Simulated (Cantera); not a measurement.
A closed system holds: 1 mol CH4, 2.7 mol H2, 20 mol N2, held at 2327 °C and 1.00 bar.

These are equilibrium values from Cantera (NASA tables, ideal gas, pure condensed phases), not measurements of a reactor. Candidate condensed phases: C, C6H6, C7H8, C8H18; 92 gas species. Rates play no part.

Base state: N2 0.786, H2 0.161, HCN 0.0308, H 0.0154, HNC 0.00403, C2H2 (acetylene) 0.00241, CN 0.000195, C2N2 0.000100 (mole fractions); condensed: gas only.

**Question.** What changes in the equilibrium state with this change: H2 from 2.7 to 0.96 mol?

**Answer.** 
| species | before | after |
|---|---|---|
| N2 | 0.786 | 0.850 |
| H2 | 0.161 | 0.105 |
| HCN | 0.0308 | 0.0269 |
| H | 0.0154 | 0.0124 |
| C2H2 (acetylene) | 0.00241 | 0.00170 |
| C4H2 | 1.50e-5 | 1.14e-5 |
| C(graphite), mol | 0 | 0.206 |

**Question.** What changes in the equilibrium state with this change: temperature from 2327 °C to 275 °C?

**Answer.** 
```tsv
species	before	after
N2	0.786	0.845
H2	0.161	0.109
CH4	3.21e-6	0.0423
HCN	0.0308	<1e-9
H	0.0154	<1e-9
HNC	0.00403	<1e-9
C2H2 (acetylene)	0.00241	<1e-9
CN	0.000195	<1e-9
```
